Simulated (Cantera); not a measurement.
A Cantera script and what it prints.

```python
import numpy as np
import cantera as ct

gas_names = """
    H HCL Ca
""".split()
cond_names = """
    CaCL2(s) CaCL2(L)
""".split()


# ... load() reads the species with a 1 bar reference pressure and builds the phases ...
species = {s.name: s for s in load("nasa_gas.yaml", gas_names) + load("nasa_condensed.yaml", cond_names)}
# Each term lists the table entries of one substance; the one whose range holds T is used.
reactions = {
    'CaCl2 + 2 H(g) = 2 HCl(g) + Ca(g)':
        [(-1, ['CaCL2(s)', 'CaCL2(L)']), (-2, ['H']), (2, ['HCL']), (1, ['Ca'])],
}


def pick(names, T):
    return next(species[n] for n in names if species[n].thermo.min_temp <= T <= species[n].thermo.max_temp)


results = []
for label, terms in reactions.items():
    print(label)
    print("     T/K   dH/kJ  dS/(J/K)   dG/kJ   log10 K")
    for T in [2273, 2373, 2473, 2573, 2673]:
        used = [(nu, pick(names, T)) for nu, names in terms]
        dH = sum(nu * s.thermo.h(T) for nu, s in used) / 1e6
        dS = sum(nu * s.thermo.s(T) for nu, s in used) / 1e3
        dG = dH - T * dS / 1e3
        logK = -dG * 1e6 / (ct.gas_constant * T * np.log(10))
        results.append((label, T, dH, dS, dG, logK, [s.name for _, s in used]))
        print(f"{T:8g} {dH:8.1f} {dS:8.1f} {dG:8.1f} {logK:8.2f}")
```

It prints:

```
CaCl2 + 2 H(g) = 2 HCl(g) + Ca(g)
     T/K   dH/kJ  dS/(J/K)   dG/kJ   log10 K
    2273    227.6     75.1     57.0    -1.31
    2373    222.6     72.9     49.6    -1.09
    2473    217.6     70.9     42.4    -0.90
    2573    212.8     68.9     35.4    -0.72
    2673    207.9     67.1     28.6    -0.56
```

Standard-state values (1 bar) from the NASA 1993 polynomials, evaluated with Cantera. Condensed species are held in their standard states even where they would react or evaporate.
